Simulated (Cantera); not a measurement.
Cantera run:

```python
import numpy as np
import cantera as ct

gas_names = """
    Fe FeO Fe(OH)2 H HO2 H2 H2O H2O2 H2S H2SO4 O OH O2 O3 S SH SO SO2 SO3 S2 S2O S8
""".split()
cond_names = """
    Fe(a) Fe(c) Fe(d) Fe(L) FeO(s) FeO(L) Fe(OH)2(s) Fe(OH)3(s) FeS(a) FeS(b) FeS(c) FeS(L) FeSO4(s)
    FeS2(s) Fe2O3(s) Fe2S3O12(s) Fe3O4(s) H2O(s) H2O(L) H2SO4(L) S(cr1) S(cr2) S(L)
""".split()


# ... load() reads the species with a 1 bar reference pressure and builds the phases ...
atoms = {
    'FeS2': {'Fe': 1, 'S': 2},
    'H2S': {'H': 2, 'S': 1},
    'H2O': {'H': 2, 'O': 1},
}
top_T = {'FeSO4(s)': 950, 'FeS2(s)': 1010, 'Fe2O3(s)': 1830, 'Fe2S3O12(s)': 1100, 'Fe3O4(s)': 1870}  # K; cautious upper limits of use, not melting points


# ... equilibrate(T, P, feed) seeds the gas with the atoms and calls Mixture.equilibrate('TP', solver="vcs", rtol=1e-11, max_steps=5000) ...
results = []
feed = {'FeS2': 1, 'H2S': 1.7, 'H2O': 10}  # mol
T = 1850  # K
P = 13332.2  # Pa
mix = equilibrate(T, P, feed)
results.append((T, P, feed, dict(zip(mix.species_names, mix.species_moles))))
print(gas.report(threshold=1e-06))
for i in range(1, mix.n_phases):
    print(f"{mix.phase(i).name:16s} {mix.phase_moles(i):12.5e} mol")
```

It prints:

```
       temperature   1850 K
          pressure   13332 Pa
           density   0.017974 kg/m^3
  mean mol. weight   20.738 kg/kmol
   phase of matter   gas

                          1 kg             1 kmol
                     ---------------   ---------------
          enthalpy       -3.5025e+06       -7.2634e+07  J
   internal energy       -4.2443e+06       -8.8016e+07  J
           entropy             13255        2.7487e+05  J/K
    Gibbs function       -2.8024e+07       -5.8115e+08  J
 heat capacity c_p            2174.9             45103  J/K
 heat capacity c_v              1774             36788  J/K

                      mass frac. Y      mole frac. X     chem. pot. / RT
                     ---------------   ---------------   ---------------
                Fe        0.00028314        0.00010514           -8.7478
               FeO        9.4014e-06        2.7137e-06            -31.72
           Fe(OH)2        0.00044043        0.00010164           -77.215
                 H        3.7954e-05        0.00078084           -11.261
                H2           0.02723            0.2801           -22.523
               H2O           0.46522           0.53553           -45.495
               H2S          0.044631          0.027161           -36.428
                OH        9.0454e-05         0.0001103           -34.234
                 S         0.0013471        0.00087134           -13.906
                SH          0.012167         0.0076303           -25.167
                SO          0.025405          0.010962           -36.878
               SO2            0.1607          0.052024            -59.85
                S2           0.25855          0.083619           -27.811
               S2O         0.0038908         0.0010071           -50.784
     [   +8 minor]        7.7374e-07        5.0631e-07

Fe(L)             0.00000e+00 mol
FeO(L)            9.97107e-01 mol
FeS(L)            0.00000e+00 mol
Fe3O4(s)          0.00000e+00 mol
S(L)              0.00000e+00 mol
```

Method: chemical equilibrium by Gibbs-energy minimisation in Cantera with the NASA 1993 tables (ideal gas, pure condensed phases). The tables' stoichiometric FeO is somewhat more stable than real wüstite, so its field is too wide. FeO: taken at fixed stoichiometry.
